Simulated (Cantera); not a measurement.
Input: 1 mol MgSO₄, 0.2 mol CO₂, held at 7.50 Torr.

These are equilibrium values from Cantera (NASA tables, ideal gas, pure condensed phases), not measurements of a reactor. Candidate condensed phases: C, Mg, MgCO₃, MgO, MgS, MgSO₄, S; 26 gas species. The numbers say what is thermodynamically allowed, not how fast it happens. All values below are at 1277 °C.

Base state: SO₂ 0.588, O₂ 0.294, CO₂ 0.118, SO₃ 0.000930, O 4.24e-5, CO 2.19e-5 (mole fractions); condensed: MgO(s).

**Question.** What changes in the equilibrium state with this change: pressure from 7.50 Torr to 750 Torr?

**Answer.** 
| species | before | after |
|---|---|---|
| SO₂ | 0.588 | 0.582 |
| O₂ | 0.294 | 0.291 |
| CO₂ | 0.118 | 0.118 |
| SO₃ | 0.000930 | 0.00916 |
| O | 4.24e-5 | 4.22e-6 |
| CO | 2.19e-5 | 2.21e-6 |
| MgO(s), mol | 1.00 | 1.00 |
